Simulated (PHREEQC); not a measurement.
# Acid mine or pickling water

Model water analysis in mmol/kgw, 25 °C, pH 1.96, pe 11.1: Na 11.7; K 4.93; Ca 11.5; Mg 2.52; Cl 6.69; S(6) 29.4; Cd 0.0512; N(5) 0.475; O(0) (counted as O atoms) 0.191; Zn 0.074; Fe(3) 0.00561.

Na is adjusted to close the charge balance.
Valence states are taken as typed.

Computed with PHREEQC (ion-association model, phreeqc.dat).

This is a speciation only: nothing precipitates in the calculation.

Question: Predict the ionic strength.

Answer: ionic strength 0.0714 mol/kgw.

Question: In which forms is Mg present?

Answer: Mg+2 61 %, MgSO4 39 % of the Mg.

Examples of supersaturated solids here: Hematite (slow to form). Others may be too.
